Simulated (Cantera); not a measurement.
What does this Cantera script print?

```python
import numpy as np
import cantera as ct

gas = ct.Solution("SiF4_NH3_mec.yaml", "gas")
gas.TPX = 1850, 3200, {'NH3': 1, 'N2': 14}
reactor = ct.IdealGasConstPressureReactor(gas, energy="off", clone=False)
net = ct.ReactorNet([reactor])
net.rtol, net.atol = 1e-08, 1e-18
show = ['NH3', 'N2H4', 'N2H2', 'NH', 'NH2']
times = np.geomspace(9e-06, 3, 11)

steps = ct.SolutionArray(gas, extra=["t"])
rows = []
print(f"{'t/s':>10s}{'T/K':>9s}{'P/Pa':>11s}" + "".join(f"{s:>11s}" for s in show))
for t in times:
    while net.time < t:
        t_next = net.step()
        steps.append(gas.state, t=t_next)
    rows.append([np.interp(t, steps.t, y) for y in (steps.T, steps.P, *steps(*show).X.T)])
    print(f"{t:10.3e}{rows[-1][0]:9.1f}{rows[-1][1]:11.4g}" + "".join(f"{x:11.3e}" for x in rows[-1][2:]))
rate = np.gradient(steps.T, steps.t)
print("integrator steps:", len(steps.t))
if steps.T.max() > steps.T[0] + 200:
    print(f"time of steepest temperature rise: {steps.t[rate.argmax()]:.4e} s")
gas.TPX = 1850, 3200, {'NH3': 1, 'N2': 14}
gas.equilibrate("TP")
print(f"equilibrium (TP): T = {gas.T:.1f} K  " + "  ".join(f"{s} {gas[s].X[0]:.3e}" for s in show))
```

Output:

```
       t/s      T/K       P/Pa        NH3       N2H4       N2H2         NH        NH2
 9.000e-06   1850.0       3200  6.667e-02  2.438e-17  4.484e-16  2.078e-14  3.967e-08
 3.210e-05   1850.0       3200  6.667e-02  9.870e-16  2.547e-14  8.154e-13  1.736e-07
 1.145e-04   1850.0       3200  6.667e-02  2.868e-14  1.297e-12  2.286e-11  7.756e-07
 4.084e-04   1850.0       3200  6.666e-02  4.930e-13  3.340e-11  4.152e-10  3.036e-06
 1.457e-03   1850.0       3200  6.666e-02  6.776e-12  5.455e-10  7.501e-09  1.109e-05
 5.196e-03   1850.0       3200  6.662e-02  8.702e-11  8.822e-09  1.244e-07  3.960e-05
 1.853e-02   1850.0       3200  6.648e-02  1.044e-09  1.314e-07  8.742e-07  1.371e-04
 6.611e-02   1850.0       3200  6.517e-02  3.972e-09  6.422e-07  3.033e-06  2.673e-04
 2.358e-01   1850.0       3200  5.952e-02  2.220e-09  5.297e-07  4.367e-06  1.998e-04
 8.411e-01   1850.0       3200  4.512e-02  9.728e-10  3.103e-07  4.394e-06  1.323e-04
 3.000e+00   1850.0       3200  2.051e-02  2.472e-10  1.007e-07  3.111e-06  6.668e-05
integrator steps: 929
equilibrium (TP): T = 1850.0 K  NH3 2.272e-08  N2H4 2.123e-20  N2H2 2.907e-15  NH 2.668e-10  NH2 6.177e-10
```

Computed with Cantera and the gas-phase N/H chemistry of the illustrative SiF4/NH3 mechanism in the Surface Chemkin manual (1991). Walls and surfaces, which speed up NH3 decomposition in real reactors, are not modelled.
